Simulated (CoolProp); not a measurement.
Model: reference Helmholtz-energy equation of state, Lemmon 2004, in CoolProp. It is a short technical equation, of lower accuracy than the large ones.

Q: For n-dodecane, give the phase and the Joule-Thomson coefficient (K/MPa), expansivity (1/kK), Prandtl number, fugacity coefficient at 346.85 °C and 568 kPa.

A: 
- 346.85 °C and 568 kPa: gas; Joule-Thomson coefficient 14.0, expansivity 3.17, Prandtl number 0.711, fugacity coefficient 0.847

Viscosity comes from a separate model (Huber 2004). Thermal conductivity comes from a separate model (Huber 2004).
